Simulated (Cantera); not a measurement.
Charge: 1 mol SiC, 0.026 mol CO₂, 2.5 mol H₂, at 1.50e-6 bar.

Equilibrium computed with Cantera from the NASA thermochemical tables; the gas is ideal and each condensed phase is pure. Candidate condensed phases: C, C₆H₆, C₇H₈, C₈H₁₈, H₂O, Si, SiC, SiO₂; 123 gas species. Mutual solubility and eutectic melting of coexisting phases are not modelled. Rates play no part.

x: gas mole fraction; n: condensed amount in mol.

```json
[
 {"T (K)": "1098", "x H₂": "0.983", "x H": "2.00e-5", "x Si": "3.49e-10", "x CO": "0.0144", "n SiC(s)": "0.989", "n SiO₂(β-quartz)": "0.00489", "n C(graphite)": "0"},
 {"T (K)": "1248", "x H₂": "0.979", "x H": "0.000377", "x Si": "2.85e-7", "x CO": "0.0153", "n SiC(s)": "0.987", "n SiO₂(β-quartz)": "0", "n C(graphite)": "0"},
 {"T (K)": "1398", "x H₂": "0.976", "x H": "0.00382", "x Si": "4.04e-5", "x CO": "0.0153", "n SiC(s)": "0.987", "n SiO₂(β-quartz)": "0", "n C(graphite)": "0"},
 {"T (K)": "1548", "x H₂": "0.953", "x H": "…", "x Si": "…", "x CO": "0.0160", "n SiC(s)": "0.985", "n SiO₂(β-quartz)": "0", "n C(graphite)": "0"},
 {"T (K)": "1698", "x H₂": "…", "x H": "…", "x Si": "…", "x CO": "…", "n SiC(s)": "0.974", "n SiO₂(β-quartz)": "0", "n C(graphite)": "0"},
 {"T (K)": "1848", "x H₂": "0.539", "x H": "0.318", "x Si": "0.125", "x CO": "0.0144", "n SiC(s)": "0.531", "n SiO₂(β-quartz)": "0", "n C(graphite)": "0.419"},
 {"T (K)": "1998", "x H₂": "0.202", "x H": "0.589", "x Si": "0.190", "x CO": "0.0103", "n SiC(s)": "0", "n SiO₂(β-quartz)": "0", "n C(graphite)": "0.891"}
]
```

Problem. Complete the blanks.

Solution. 
- 1698, x H₂: 0.862
- 1698, x H: 0.110
- 1698, x Si: 0.00924
- 1698, x CO: 0.0189
- 1548, x H: 0.0245
- 1548, x Si: 0.00191
